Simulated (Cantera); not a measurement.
Mixture: CH4 : O2 : N2 = 1 : 3.57 : 13.6 (molar parts), at 1.00 bar, adiabatic and at constant pressure. Ignition delay is the time to a rise of 400 K.

Computed with Cantera and GRI-Mech 3.0 (53 species, 325 reactions).

**Question.** What does this change do: O2 3.57 to 4.9 parts?

**Answer.** 
| quantity | before | after |
|---|---|---|
| delay at 1000 K | 0.836 s | 0.551 s |
| delay at 1100 K | 0.155 s | 0.101 s |
| delay at 1200 K | 34.2 ms | 22.2 ms |
| delay at 1300 K | 8.83 ms | 5.85 ms |
| delay at 1400 K | 2.68 ms | 1.86 ms |
| apparent activation energy between 1350 and 1450 K | 180 kJ/mol | 170 kJ/mol |

**Question.** What does this change do: pressure from 1.00 bar to 4.30 bar?

**Answer.** 
```json
[
 {"quantity": "delay at 1000 K", "before": "0.836 s", "after": "0.173 s"},
 {"quantity": "delay at 1100 K", "before": "0.155 s", "after": "35.3 ms"},
 {"quantity": "delay at 1200 K", "before": "34.2 ms", "after": "8.87 ms"},
 {"quantity": "delay at 1300 K", "before": "8.83 ms", "after": "2.56 ms"},
 {"quantity": "delay at 1400 K", "before": "2.68 ms", "after": "0.837 ms"},
 {"quantity": "apparent activation energy between 1350 and 1450 K", "before": "180 kJ/mol", "after": "170 kJ/mol"}
]
```
